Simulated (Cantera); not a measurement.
Standard-state values (1 bar) from the NASA 1993 polynomials, evaluated with Cantera. Values are per mole of reaction as written; species without (g) are pure solids or liquids, kept so even where they would boil at 1 bar.

N2O(g) + 2 LiCl(g) = Li2O + Cl2(g) + N2(g), with ΔH° = -288.9 kJ and ΔS° = -193.2 J/K at 300 K.

Q: How far is the shortcut ΔG° ≈ ΔH°(300 K) − T·ΔS°(300 K) from the full temperature-dependent value at 550, 600, 650, 700, 750 K?

A: 
```tsv
T (K)	shortcut (kJ)	full (kJ)	difference (kJ)	difference in log10 K
550	-182.6	-183.9	1.2	-0.12
600	-173.0	-174.7	1.8	-0.15
650	-163.3	-165.7	2.4	-0.19
700	-153.6	-156.7	3.1	-0.23
750	-144.0	-147.8	3.8	-0.27
```
The shortcut ignores the heat-capacity change of the reaction.
